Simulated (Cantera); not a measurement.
A Cantera script and its output.

```python
import numpy as np
import cantera as ct

gas = ct.Solution("h2o2.yaml")
gas.TPX = 375, 280000, {'H2': 1, 'O2': 0.5, 'N2': 1.88}
flame = ct.FreeFlame(gas, width=0.019)
flame.set_refine_criteria(ratio=3, slope=0.08, curve=0.16)
flame.transport_model = "mixture-averaged"
flame.solve(loglevel=0, auto=True)
z, T = flame.grid, flame.T
thick = (T[-1] - T[0]) / np.gradient(T, z).max()
show = ['H2', 'O2', 'OH', 'O', 'H2O', 'H']
print(f"laminar burning velocity  {flame.velocity[0] * 100:.3f} cm/s")
print(f"burnt temperature         {T[-1]:.1f} K")
print(f"thermal thickness         {thick * 1e3:.4f} mm")
print(f"grid points               {len(z)}")
z0 = z[flame.heat_release_rate.argmax()]
print(f"{'z/mm':>9s}{'T/K':>9s}{'u/(m/s)':>9s}" + "".join(f"{s:>11s}" for s in show))
rows = []
for k in (-3, -2, -1.5, -1, -0.5, -0.25, 0, 0.25, 0.5, 1, 2, 4, 8):
    zz = z0 + k * thick
    rows.append([k * thick, np.interp(zz, z, T), np.interp(zz, z, flame.velocity),
                 *(np.interp(zz, z, flame.X[gas.species_index(s)]) for s in show)])
    print(f"{rows[-1][0] * 1e3:9.3f}{rows[-1][1]:9.1f}{rows[-1][2]:9.3f}" + "".join(f"{x:11.3e}" for x in rows[-1][3:]))
```

Result:

```
laminar burning velocity  314.723 cm/s
burnt temperature         2448.4 K
thermal thickness         0.1026 mm
grid points               111
     z/mm      T/K  u/(m/s)         H2         O2         OH          O        H2O          H
   -0.308    375.0    3.147  2.959e-01  1.479e-01  1.200e-14  2.567e-12  2.569e-10  5.475e-16
   -0.205    375.0    3.147  2.958e-01  1.479e-01  6.274e-13  1.268e-10  1.820e-08  2.790e-14
   -0.154    375.1    3.147  2.956e-01  1.480e-01  1.965e-11  1.610e-09  3.363e-07  6.494e-13
   -0.103    375.7    3.147  2.944e-01  1.482e-01  1.594e-09  2.215e-08  6.457e-06  4.319e-11
   -0.051    405.0    3.331  2.796e-01  1.509e-01  6.370e-06  1.790e-06  1.000e-03  7.044e-07
   -0.026    680.4    5.374  2.346e-01  1.472e-01  8.925e-04  1.389e-04  2.424e-02  1.189e-03
    0.000   1179.0    9.010  1.574e-01  1.156e-01  2.444e-03  2.225e-03  1.012e-01  1.306e-02
    0.026   1536.2   11.601  8.618e-02  6.675e-02  6.933e-03  6.334e-03  1.905e-01  2.751e-02
    0.051   1732.7   13.018  5.276e-02  3.843e-02  1.136e-02  7.996e-03  2.380e-01  3.089e-02
    0.103   1922.6   14.330  3.886e-02  2.422e-02  1.479e-02  7.334e-03  2.640e-01  2.454e-02
    0.205   2089.8   15.425  3.357e-02  1.895e-02  1.516e-02  5.104e-03  2.793e-01  1.551e-02
    0.410   2228.6   16.298  2.731e-02  1.478e-02  1.374e-02  3.094e-03  2.940e-01  8.745e-03
    0.821   2331.0   16.921  2.082e-02  1.139e-02  1.149e-02  1.751e-03  3.068e-01  4.628e-03
```

Detailed kinetics in Cantera: the H2/O2 subset of GRI-Mech 3.0, which has no nitrogen chemistry. The hydrogen kinetics of GRI-Mech 3.0 are dated; newer H2 mechanisms differ, most at raised pressure. Burning velocities carry a grid error of a few per cent, more on coarse grids.
